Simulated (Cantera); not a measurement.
**Transport properties of process gases**

Gas mixture: 100 % N2O, at 0.00701 atm, frozen composition.

Cantera's kinetic-theory transport with the Lennard-Jones parameters of GRI-Mech 3.0, ideal gas; thermal conductivity in the mixture-averaged form.

| T (K) | ρ (kg/m³) | cp (J/kg/K) | μ (µPa s) | λ (mW/m/K) | Pr | D (cm²/s) OH | D (cm²/s) H2O | D (cm²/s) CH4 |
|---|---|---|---|---|---|---|---|---|
| 400 | 0.00940 | 970.3 | 19.5 | 25.5 | 0.741 | 58.6 | 41.7 | 41.5 |
| 500 | 0.00752 | 1043 | 23.6 | 33.2 | 0.740 | 86.7 | 64.4 | 62.0 |
| 600 | 0.00626 | 1101 | 27.3 | 40.7 | 0.739 | 119 | 91.2 | 85.6 |
| 700 | 0.00537 | 1150 | 30.8 | 47.9 | 0.739 | 155 | 122 | 112 |
| 800 | 0.00470 | 1192 | 34.0 | 54.9 | 0.739 | 194 | 156 | 141 |
| 900 | 0.00418 | 1227 | 37.1 | 61.5 | 0.740 | 237 | 193 | 173 |
D: mixture-averaged diffusion coefficient of that species in the mixture.
